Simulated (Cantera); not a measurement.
**Stirred combustor or abatement burner**

A perfectly stirred reactor is fed with 16.1 % CO, 1.61 % H2, 0.885 % CH4, 15.4 % O2, 58.0 % N2, 8.05 % H2O, at 0.780 bar; it is adiabatic with a 425 K inlet, and is followed from long to short residence time, starting on the burning branch (τ in s: 0.082, 0.03, 0.011, 0.0039, 0.0014, 0.00052, 0.00019, 6.9e-05, 2.5e-05, 9.1e-06, 3.3e-06).

Cantera simulation using GRI-Mech 3.0 (53 species, 325 reactions); the numbers are that mechanism's predictions, not measurements.

```tsv
τ (s)	T (K)	x CO	x H2	x CH4	x NO	x C2H6	x N2O	x OH
0.082	1985	0.00377	0.000519	8.64e-7	0.000163	<1e-12	2.68e-7	0.00286
0.030	1959	0.00643	0.000892	1.69e-6	9.40e-5	<1e-12	3.02e-7	0.00366
0.011	1915	0.0108	0.00153	3.31e-6	5.19e-5	1.90e-12	2.89e-7	0.00461
0.0039	1846	0.0173	0.00251	6.89e-6	2.91e-5	5.75e-12	2.46e-7	0.00553
0.0014	1749	0.0260	0.00378	1.56e-5	2.00e-5	2.12e-11	2.01e-7	0.00605
0.00052	1617	0.0389	0.00494	4.12e-5	1.41e-5	1.18e-10	1.67e-7	0.00568
0.00019	425	0.161	0.0161	0.00885	<1e-12	<1e-12	<1e-12	<1e-12
6.9e-5	425	0.161	0.0161	0.00885	<1e-12	<1e-12	<1e-12	<1e-12
2.5e-5	425	0.161	0.0161	0.00885	<1e-12	<1e-12	<1e-12	<1e-12
9.1e-6	425	0.161	0.0161	0.00885	<1e-12	<1e-12	<1e-12	<1e-12
3.3e-6	425	0.161	0.0161	0.00885	<1e-12	<1e-12	<1e-12	<1e-12
```
x: mole fraction; the columns are a selection and need not sum to one.
